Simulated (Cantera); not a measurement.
What does this Cantera script print?

```python
import numpy as np
import cantera as ct

gas_names = """
    CL CL2 Si SiCL SiCL2 SiCL3 SiCL4 Si2 Si3
""".split()
cond_names = """
    Si(cr) Si(L)
""".split()


def load(file, names, dense=False):
    # The tables refer to 1 bar. Condensed volumes are neglected.
    table = {s.name: s for s in ct.Species.list_from_file(file)}
    out = []
    for n in names:
        d = dict(table[n].input_data)
        d["thermo"] = dict(d["thermo"], **{"reference-pressure": 1e5})
        if dense:
            d["equation-of-state"] = {"model": "constant-volume", "density": "1e6 g/cm^3"}
        out.append(ct.Species.from_dict(d))
    return out


gas = ct.Solution(thermo="ideal-gas", species=load("nasa_gas.yaml", gas_names))
cond = {s.name: ct.Solution(thermo="fixed-stoichiometry", species=[s], name=s.name)
        for s in load("nasa_condensed.yaml", cond_names, dense=True)}
atoms = {
    'Si': {'Si': 1},
    'Cl2': {'CL': 2},
}
top_T = {}  # K; cautious upper limits of use, not melting points


def equilibrate(T, P, feed):
    n = {}
    for name, mol in feed.items():
        for a, k in atoms[name].items():
            n[a] = n.get(a, 0.0) + k * mol
    gas.TPX = T, P, n
    mass = sum(n.values()) * gas.mean_molecular_weight
    gas.equilibrate("TP")
    valid = [c for c in cond.values() if c.min_temp <= T <= top_T.get(c.name, c.max_temp)]
    mix = ct.Mixture([(gas, mass / gas.mean_molecular_weight)] + [(c, 0.0) for c in valid])
    mix.T, mix.P = T, P
    mix.equilibrate("TP", solver="vcs", rtol=1e-11, max_steps=5000)
    return mix


results = []
T = 573.15  # K
P = 11  # Pa
for m in [0.62, 1.2, 1.9, 2.5, 3.1, 3.8, 4.4, 5, 5.7, 6.3, 6.9, 7.5, 8.2]:
    feed = {'Si': 1, 'Cl2': m}  # mol
    mix = equilibrate(T, P, feed)
    results.append((T, P, feed, dict(zip(mix.species_names, mix.species_moles))))
    x = sorted(zip(gas.X, gas.species_names), reverse=True)
    print(f"T = {T:g} K  P = {P:g} Pa  n(Cl2) = {m:g} mol  gas = {mix.phase_moles(0):.4g} mol")
    print("   x: " + "  ".join(f"{s} {v:.3e}" for v, s in x if v > 1e-06))
    print("   condensed (mol): " + ("  ".join(f"{mix.phase(i).name} {mix.phase_moles(i):.4g}"
          for i in range(1, mix.n_phases) if mix.phase_moles(i) > 1e-12) or "none"))
```

Output:

```
T = 573.15 K  P = 11 Pa  n(Cl2) = 0.62 mol  gas = 0.31 mol
   x: SiCL4 1.000e+00  SiCL3 4.495e-06
   condensed (mol): Si(cr) 0.69
T = 573.15 K  P = 11 Pa  n(Cl2) = 1.2 mol  gas = 0.6 mol
   x: SiCL4 1.000e+00  SiCL3 4.495e-06
   condensed (mol): Si(cr) 0.4
T = 573.15 K  P = 11 Pa  n(Cl2) = 1.9 mol  gas = 0.95 mol
   x: SiCL4 1.000e+00  SiCL3 4.495e-06
   condensed (mol): Si(cr) 0.05
T = 573.15 K  P = 11 Pa  n(Cl2) = 2.5 mol  gas = 1.5 mol
   x: SiCL4 6.667e-01  CL2 3.333e-01
   condensed (mol): none
T = 573.15 K  P = 11 Pa  n(Cl2) = 3.1 mol  gas = 2.1 mol
   x: CL2 5.238e-01  SiCL4 4.762e-01
   condensed (mol): none
T = 573.15 K  P = 11 Pa  n(Cl2) = 3.8 mol  gas = 2.8 mol
   x: CL2 6.429e-01  SiCL4 3.571e-01
   condensed (mol): none
T = 573.15 K  P = 11 Pa  n(Cl2) = 4.4 mol  gas = 3.4 mol
   x: CL2 7.059e-01  SiCL4 2.941e-01
   condensed (mol): none
T = 573.15 K  P = 11 Pa  n(Cl2) = 5 mol  gas = 4 mol
   x: CL2 7.500e-01  SiCL4 2.500e-01
   condensed (mol): none
T = 573.15 K  P = 11 Pa  n(Cl2) = 5.7 mol  gas = 4.7 mol
   x: CL2 7.872e-01  SiCL4 2.128e-01
   condensed (mol): none
T = 573.15 K  P = 11 Pa  n(Cl2) = 6.3 mol  gas = 5.3 mol
   x: CL2 8.113e-01  SiCL4 1.887e-01
   condensed (mol): none
T = 573.15 K  P = 11 Pa  n(Cl2) = 6.9 mol  gas = 5.9 mol
   x: CL2 8.305e-01  SiCL4 1.695e-01
   condensed (mol): none
T = 573.15 K  P = 11 Pa  n(Cl2) = 7.5 mol  gas = 6.5 mol
   x: CL2 8.462e-01  SiCL4 1.538e-01
   condensed (mol): none
T = 573.15 K  P = 11 Pa  n(Cl2) = 8.2 mol  gas = 7.2 mol
   x: CL2 8.611e-01  SiCL4 1.389e-01
   condensed (mol): none
```

Equilibrium computed with Cantera from the NASA thermochemical tables; the gas is ideal and each condensed phase is pure.
